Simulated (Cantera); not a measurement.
A closed system holds: 1 mol n-butane, 0.072 mol CO₂, 0.58 mol H₂, held at 0.000510 bar.

These are equilibrium values from Cantera (NASA tables, ideal gas, pure condensed phases), not measurements of a reactor. Candidate condensed phases: C, C₆H₆, C₇H₈, C₈H₁₈, H₂O; 110 gas species. Rates play no part.

Question: What share of the C ends up in condensed phases as a function of T (°C), at 2302, 2327, 2352, 2377, 2402, 2427, 2452, 2477, 2502, 2527, 2552, 2577, 2602, 2627?

Answer: 
| T (°C) | C condensed (%) | as |
|---|---|---|
| 2302 | 92.1 | C(graphite) |
| 2327 | 90.9 | C(graphite) |
| 2352 | 89.2 | C(graphite) |
| 2377 | 86.8 | C(graphite) |
| 2402 | 83.5 | C(graphite) |
| 2427 | 78.8 | C(graphite) |
| 2452 | 72.2 | C(graphite) |
| 2477 | 63.1 | C(graphite) |
| 2502 | 50.3 | C(graphite) |
| 2527 | 32.4 | C(graphite) |
| 2552 | 6.9 | C(graphite) |
| 2577 | 0.0 | - |
| 2602 | 0.0 | - |
| 2627 | 0.0 | - |
